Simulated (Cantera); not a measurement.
Standard-state values (1 bar) from the NASA 1993 polynomials, evaluated with Cantera. Values are per mole of reaction as written; species without (g) are pure solids or liquids, kept so even where they would boil at 1 bar.

Question: Between 375 and 875 K, where is each reaction favourable under standard conditions?
- S + 6 F(g) → SF6(g)
- SF6(g) → 3 F2(g) + S

Answer: 
- S + 6 F(g) → SF6(g): ΔG° is -1436 kJ at 375 K and -1071 kJ at 875 K; it stays negative (K > 1). ΔH° is -1718 kJ and ΔS° -740 J/K at 875 K.
- SF6(g) → 3 F2(g) + S: ΔG° is 1090 kJ at 375 K and 908 kJ at 875 K; it stays positive (K < 1). ΔH° is 1226 kJ and ΔS° 363 J/K at 875 K.
